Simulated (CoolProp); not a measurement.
Vapour-liquid equilibrium of methanol (1) + hexamethyldisiloxane (MM) (2) at 56.05 °C; x and y are mole fractions of (1).

Computed with CoolProp (multi-fluid Helmholtz-energy mixture model, de Reuck 1993 and Thol 2016; pair parameters Bell 2016).

| x | bubble pressure (bar) | y at the bubble point | dew pressure at overall composition x (bar) | liquid density (mol/L) |
|---|---|---|---|---|
| 0.05 | 0.3091 | 0.299 | 0.2352 | 4.693 |
| 0.125 | 0.4234 | 0.519 | 0.2537 | 5.064 |
| 0.2 | 0.5183 | 0.631 | 0.2751 | 5.488 |
| 0.275 | 0.5911 | 0.696 | 0.3002 | 5.980 |
| 0.35 | 0.6429 | 0.735 | 0.3300 | 6.555 |
| 0.425 | 0.6772 | 0.760 | 0.3660 | 7.236 |
| 0.5 | 0.6986 | 0.777 | 0.4104 | 8.052 |
| 0.575 | 0.7118 | 0.789 | 0.4663 | 9.046 |
| 0.65 | 0.7209 | 0.800 | 0.5379 | 10.28 |
| 0.725 | 0.7286 | 0.813 | 0.6294 | 11.83 |
| 0.8 | 0.7352 | 0.835 | 0.7211 | 13.84 |
| 0.875 | 0.7381 | 0.873 | 0.7380 | 16.52 |
| 0.95 | 0.7316 | 0.938 | 0.7296 | 20.24 |

y crosses x between x = 0.8 and 0.875: the model has an azeotrope there.

Pair parameters are fitted to limited data, so mixtures are less certain than the pure fluids. With so large a gap from Raoult's law the liquid may split in two, which this calculation doesn't test in full.
